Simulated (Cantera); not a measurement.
Input: 1 mol CF₄, 0.18 mol CH₄, 2.2 mol H₂, held at 4.35 Torr.

Cantera equilibrium calculation (NASA polynomials, part measured and part estimated; ideal gas, pure solids and liquids). Candidate condensed phases: C, C₆H₆, C₇H₈, C₈H₁₈; 95 gas species. Kinetics and transport are ignored.

Task: Which condensed phases are stable at each of these points (T (K)): 675, 875, 1075, 1275, 1475, 1675, 1875, 2075, 2275, 2475, 2675, 2875, 3075?

Result: 
| T (K) | condensed phases | C condensed (%) |
|---|---|---|
| 675 | C(graphite) | 99.5 |
| 875 | C(graphite) | 100.0 |
| 1075 | C(graphite) | 100.0 |
| 1275 | C(graphite) | 100.0 |
| 1475 | C(graphite) | 100.0 |
| 1675 | C(graphite) | 100.0 |
| 1875 | C(graphite) | 100.0 |
| 2075 | C(graphite) | 99.9 |
| 2275 | C(graphite) | 99.7 |
| 2475 | C(graphite) | 99.2 |
| 2675 | C(graphite) | 97.1 |
| 2875 | C(graphite) | 76.0 |
| 3075 | gas only | 0.0 |

From 675 K to 2875 K the condensed part is C(graphite). At 3075 K nothing is condensed.
